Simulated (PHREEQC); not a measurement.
Make-up at 25 °C: 3.5 mmol/kgw HNO3, 14 mmol/kgw CaCl2 and 0.45 mmol/kgw CuCl2. Closed to the air; pH follows from the charge balance.

Equilibrium calculation in PHREEQC: ion-association model, phreeqc.dat.

| quantity | before | after |
|---|---|---|
| pH | 2.52 | 3.19 |
| CuCl+ (mol/kgw) | 1.65e-5 | 9.45e-7 |
| CuOH+ (mol/kgw) | 8.63e-10 | 1.05e-9 |

Task: What was changed between the two runs?
(A) CuCl2 from 0.00045 to 4.5e-05 mol/kgw
(B) diluted 2-fold with water
(C) diluted 100-fold with water
(D) 0.00033 mol/kgw NaHCO3 added
(E) diluted 5-fold with water

Result: E, diluted 5-fold with water

Precipitation was switched off in this run.
